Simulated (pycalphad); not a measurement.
An equivalent pycalphad script:

```python
from pycalphad import Database, equilibrium, calculate, variables as v
import numpy as np
db = Database('COST507.tdb')
comps = ['AL', 'SI', 'VA']
phases = ['DIAMOND_A4', 'FCC_A1', 'LIQUID']
eq = equilibrium(db, comps, phases, {v.X('SI'): 0.751, v.T: np.arange(2350, 499, -40), v.P: 101325, v.N: 1}, output=['HM', 'SM'])
```

Computed with pycalphad from the COST 507 light-alloy database (1999), at 1 atm. These are 1990s assessments: newer ones move some temperatures and phases. Amounts are mole fractions of atoms.

Results at three of the temperatures:

```
T = 2070.00 K, P = 101325 Pa, N = 1 mol of atoms
G = -124162 J/mol, H = 87080 J/mol, S = 102.05 J/(mol K)  (SER reference)
chemical potentials (J/mol): Al -167378, Si -109833
phase             fraction      x(Al)      x(Si)
LIQUID              1.0000     0.2490     0.7510
```

```
T = 870.00 K, P = 101325 Pa, N = 1 mol of atoms
G = -26988 J/mol, H = 18383 J/mol, S = 52.15 J/(mol K)  (SER reference)
chemical potentials (J/mol): Al -34612, Si -24461
phase             fraction      x(Al)      x(Si)
DIAMOND_A4          0.7129   1.22e-06     1.0000
LIQUID              0.2871     0.8672     0.1328
```

```
T = 550.00 K, P = 101325 Pa, N = 1 mol of atoms
G = -13558 J/mol, H = 5856 J/mol, S = 35.30 J/(mol K)  (SER reference)
chemical potentials (J/mol): Al -17723, Si -12177
phase             fraction      x(Al)      x(Si)
DIAMOND_A4          0.7509   1.45e-10     1.0000
FCC_A1              0.2491     0.9996   0.000374
```

Changes of the phase set, refined by bisection:

| T (°C) | phases above | phases below |
|---|---|---|
| 1276.9 | liquid | diamond (Si) + liquid |
| 577.0 | diamond (Si) + liquid | diamond (Si) + fcc |

FCC_A1 is fcc; DIAMOND_A4 is diamond (Si).
